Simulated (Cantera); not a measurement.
Feed: 1 mol Al, 23 mol N2, 71 mol H2, 16 mol N2O, equilibrated at 625 K and 0.100 bar.

Cantera equilibrium calculation (NASA polynomials, part measured and part estimated; ideal gas, pure solids and liquids). Candidate condensed phases: Al, AlN, Al2O3, H2O; 35 gas species. Rates play no part.

Base state: H2 0.513, N2 0.354, H2O 0.132, NH3 0.000602 (mole fractions); condensed: Al2O3(s).

Q: What changes in the equilibrium state with this change: Al replaced by AlCl3?

A: 
```tsv
species	before	after
H2	0.513	0.493
N2	0.354	0.350
H2O	0.132	0.130
HCl	0	0.0269
NH3	0.000602	0.000563
Al2O3(s), mol	0.500	0.500
```
Condensed phases not in the tables: AlOCl. Further candidate phases: AlCl3, NH4Cl.
